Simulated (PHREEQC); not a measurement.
Make-up at 55 °C: 11 mmol/kgw MnSO4, 11 mmol/kgw MgSO4, 1.4 mmol/kgw NaHCO3 and 31 mmol/kgw Na2SO4. Closed to the air; pH follows from the charge balance.

All values are PHREEQC results (ion-association model, phreeqc.dat), not measurements.

Precipitation was switched off in this run.

Question: Order these C species by the share of C that they hold, largest first: MgHCO3+, MnCO3, CO2, HCO3-, MnHCO3+.

Answer: HCO3- (71 %), MnHCO3+ (11 %), CO2 (7.8 %), MnCO3 (6.7 %), MgHCO3+ (1.4 %)

The pH is 7.12 and the ionic strength 0.120 mol/kgw. The solution is supersaturated, for example in Rhodochrosite, so a real one may precipitate; this is no full list. At this temperature some constants are extrapolated from 25 °C, and those without enthalpy data are left unchanged.
